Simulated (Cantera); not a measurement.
Ammonia decomposition in nitride growth gas

An isothermal, constant-pressure homogeneous reactor starts with NH₃ : N₂ = 1 : 9.1 (molar parts), at 1848 K and 1.00 atm.

Computed with Cantera and the gas-phase N/H chemistry of the illustrative SiF4/NH3 mechanism in the Surface Chemkin manual (1991). Walls and surfaces, which speed up NH3 decomposition in real reactors, are not modelled.

```json
[
 {"t (s)": "2.00e-5", "x NH₃": "0.0990", "x N₂H₂": "1.96e-10", "x NH": "1.76e-9", "x N": "<1e-12", "x H": "1.06e-7", "x N₂H₄": "8.46e-11", "x NH₂": "6.95e-6"},
 {"t (s)": "4.86e-5", "x NH₃": "0.0990", "x N₂H₂": "1.34e-9", "x NH": "1.39e-8", "x N": "1.33e-11", "x H": "1.07e-7", "x N₂H₄": "5.14e-10", "x NH₂": "1.70e-5"},
 {"t (s)": "0.000118", "x NH₃": "0.0990", "x N₂H₂": "9.24e-9", "x NH": "1.01e-7", "x N": "1.84e-10", "x H": "1.15e-7", "x N₂H₄": "3.02e-9", "x NH₂": "4.11e-5"},
 {"t (s)": "0.000287", "x NH₃": "0.0989", "x N₂H₂": "5.82e-8", "x NH": "4.43e-7", "x N": "9.78e-10", "x H": "1.68e-7", "x N₂H₄": "1.61e-8", "x NH₂": "9.47e-5"},
 {"t (s)": "0.000697", "x NH₃": "0.0987", "x N₂H₂": "2.02e-7", "x NH": "1.01e-6", "x N": "3.13e-9", "x H": "3.89e-7", "x N₂H₄": "5.14e-8", "x NH₂": "0.000169"},
 {"t (s)": "0.00169", "x NH₃": "0.0983", "x N₂H₂": "2.68e-7", "x NH": "1.30e-6", "x N": "7.97e-9", "x H": "8.70e-7", "x N₂H₄": "6.45e-8", "x NH₂": "0.000190"},
 {"t (s)": "0.00412", "x NH₃": "0.0972", "x N₂H₂": "2.64e-7", "x NH": "1.51e-6", "x N": "1.95e-8", "x H": "1.86e-6", "x N₂H₄": "5.86e-8", "x NH₂": "0.000181"},
 {"t (s)": "0.0100", "x NH₃": "0.0946", "x N₂H₂": "2.52e-7", "x NH": "1.83e-6", "x N": "4.82e-8", "x H": "4.03e-6", "x N₂H₄": "4.90e-8", "x NH₂": "0.000165"},
 {"t (s)": "0.0243", "x NH₃": "0.0886", "x N₂H₂": "2.27e-7", "x NH": "2.16e-6", "x N": "1.01e-7", "x H": "8.67e-6", "x N₂H₄": "3.78e-8", "x NH₂": "0.000145"},
 {"t (s)": "0.0590", "x NH₃": "0.0759", "x N₂H₂": "1.83e-7", "x NH": "2.32e-6", "x N": "1.61e-7", "x H": "1.85e-5", "x N₂H₄": "2.63e-8", "x NH₂": "0.000121"},
 {"t (s)": "0.143", "x NH₃": "0.0534", "x N₂H₂": "1.15e-7", "x NH": "2.14e-6", "x N": "1.97e-7", "x H": "3.86e-5", "x N₂H₄": "1.46e-8", "x NH₂": "9.02e-5"},
 {"t (s)": "0.349", "x NH₃": "0.0253", "x N₂H₂": "4.39e-8", "x NH": "1.58e-6", "x N": "1.93e-7", "x H": "7.46e-5", "x N₂H₄": "4.72e-9", "x NH₂": "5.13e-5"},
 {"t (s)": "0.847", "x NH₃": "0.00653", "x N₂H₂": "6.99e-9", "x NH": "7.89e-7", "x N": "1.38e-7", "x H": "0.000128", "x N₂H₄": "5.88e-10", "x NH₂": "1.81e-5"},
 {"t (s)": "2.06", "x NH₃": "0.00117", "x N₂H₂": "4.70e-10", "x NH": "2.43e-7", "x N": "5.61e-8", "x H": "0.000177", "x N₂H₄": "3.19e-11", "x NH₂": "4.22e-6"},
 {"t (s)": "5.00", "x NH₃": "0.000282", "x N₂H₂": "3.42e-11", "x NH": "6.86e-8", "x N": "1.71e-8", "x H": "0.000192", "x N₂H₄": "2.18e-12", "x NH₂": "1.10e-6"}
]
```
x: mole fraction; the columns are a selection and need not sum to one.

Equilibrium at this temperature and pressure: NH₃ 1.23e-6, N₂H₂ <1e-12, NH 3.06e-10, N 7.74e-11, H 0.000195, N₂H₄ <1e-12, NH₂ 4.85e-9 (gas phase only).
